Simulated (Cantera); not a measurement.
Feed: 1 mol Al(CH3)3, 0.26 mol NH3, 90 mol N2, equilibrated at 1252 °C and 66000 Pa.

Equilibrium computed with Cantera from the NASA thermochemical tables; the gas is ideal and each condensed phase is pure. Candidate condensed phases: Al, AlN, C, C6H6, C7H8, C8H18; 97 gas species. The feed counts by its element totals alone. Equilibrium is a limit: real reactors are often held back by kinetics, nucleation or transport.

Base state: N2 0.948, H2 0.0516, HCN 0.000278 (mole fractions); condensed: AlN(s) + C(graphite).

Problem. What changes in the equilibrium state with this change: NH3 from 0.26 to 300 mol?

Solution. 
| species | before | after |
|---|---|---|
| H2 | 0.0516 | 0.654 |
| N2 | 0.948 | 0.345 |
| CH4 | 4.01e-6 | 0.000643 |
| NH3 | 4.33e-7 | 1.18e-5 |
| H | 6.61e-6 | 2.35e-5 |
| AlN(s), mol | 1.00 | 1.000 |
| C(graphite), mol | 2.97 | 2.12 |
